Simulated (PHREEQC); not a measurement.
A solution holds 0.0014 mol H2SeO4 and 0.018 mol H3PO4 per kg of water, at 25 °C. It is in equilibrium with CO2 at log p = -3.4 (atm). Otherwise closed; pH follows from the charge balance.

Model: ion-association model, wateq4f.dat, run in PHREEQC.

pH: 2.02
ionic strength: 0.0115 mol/kgw
total alkalinity: -20.8 meq/kg

| species | molality | activity | log γ |
|---|---|---|---|
| H+ | 0.0104 | 0.00950 | -0.042 |
| H3PO4 | 0.0100 | 0.0100 | 0.001 |
| H2PO4- | 0.00798 | 0.00718 | -0.046 |
| SeO4-2 | 0.00107 | 0.000688 | -0.191 |
| HSeO4- | 0.000333 | 0.000298 | -0.048 |
| CO2 | 1.35e-5 | 1.36e-5 | 0.001 |
| HPO4-2 | 7.21e-8 | 4.70e-8 | -0.186 |

No solid was allowed to form. H3PO4, which wateq4f.dat lacks, is added to it with the constant of phreeqc.dat.
